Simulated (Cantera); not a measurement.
A perfectly stirred reactor is fed with H2 : O2 : N2 = 0.23 : 1 : 4.6 (molar parts), at 0.0267 bar; it is held at 1423 K, and followed from long to short residence time.

Cantera simulation using GRI-Mech 3.0 (53 species, 325 reactions); the numbers are that mechanism's predictions, not measurements. Radical loss at walls, strong at low pressure, is not modelled. The temperature is held fixed by assumption; the heat of reaction is taken as removed at once.

Question: Predict: x(H2) at τ = 0.310 s; x(O2) at τ = 0.310 s; x(N2O) at τ = 0.310 s; x(H2O2) at τ = 0.310 s; x(H) at τ = 0.310 s; x(H2) at τ = 4.10 ms; x(O2) at τ = 4.10 ms; x(N2O) at τ = 4.10 ms; x(H2O2) at τ = 4.10 ms; x(H) at τ = 4.10 ms.

Answer: 
| Quantity | Value |
|---|---|
| x(H2) at τ = 0.310 s | 0.000581 |
| x(O2) at τ = 0.310 s | 0.152 |
| x(N2O) at τ = 0.310 s | 1.77e-8 |
| x(H2O2) at τ = 0.310 s | 3.65e-8 |
| x(H) at τ = 0.310 s | 0.00133 |
| x(H2) at τ = 4.10 ms | 0.00303 |
| x(O2) at τ = 4.10 ms | 0.147 |
| x(N2O) at τ = 4.10 ms | 7.83e-9 |
| x(H2O2) at τ = 4.10 ms | 5.42e-8 |
| x(H) at τ = 4.10 ms | 0.0100 |
